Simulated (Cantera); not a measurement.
A closed system holds: 1 mol Fe3O4, 1200 mol H2, 0.19 mol H2O, equilibrated at 1700 K and 1.00 Torr.

Method: chemical equilibrium by Gibbs-energy minimisation in Cantera with the NASA 1993 tables (ideal gas, pure condensed phases). Candidate condensed phases: Fe, FeO, Fe(OH)2, Fe(OH)3, Fe2O3, Fe3O4, H2O; 12 gas species. Equilibrium is a limit: real reactors are often held back by kinetics, nucleation or transport.

Base state: H2 0.990, H 0.00402, H2O 0.00347, Fe 0.00249 (mole fractions); condensed: gas only.

Problem. What changes in the equilibrium state with this change: pressure from 1.00 Torr to 6.23 Torr?

Solution. 
```tsv
species	before	after
H2	0.990	0.994
H2O	0.00347	0.00349
H	0.00402	0.00161
Fe	0.00249	0.000758
Fe(δ), mol	0	2.09
```
